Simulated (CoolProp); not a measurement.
Vapour pressure (bar) of hydrogen chloride: the reference equation beside estimates from Tc = 324.7 K, pc = 83.14 bar, ω = 0.130. Clausius-Clapeyron is anchored at 248.7 K with a constant enthalpy of vaporisation of 13.18 kJ/mol.

Model: reference Helmholtz-energy equation of state, Thol 2018, in CoolProp.

```
T (K)  reference  Clausius-Clapeyron  Soave-Redlich-Kwong  Peng-Robinson
-----  ---------  ------------------  -------------------  -------------
231.6      7.243               8.047                7.260          7.238
237.3      8.859               9.484                8.916          8.871
243        10.73               11.09                10.84          10.77
248.7      12.88               12.88                13.05          12.95
254.5      15.38               14.90                15.63          15.49
260.2      18.18               17.07                18.51          18.32
265.9      21.32               19.45                21.76          21.53
271.6      24.86               22.05                25.40          25.13
277.3      28.81               24.86                29.46          29.15
283        33.21               27.89                33.97          33.62
288.7      38.10               31.15                38.96          38.58
```

Absolute difference from the reference over all 11 rows, mean and median: Clausius-Clapeyron 9.0 and 8.8 %, Soave-Redlich-Kwong 1.6 and 1.8 %, Peng-Robinson 0.8 and 0.8 %.
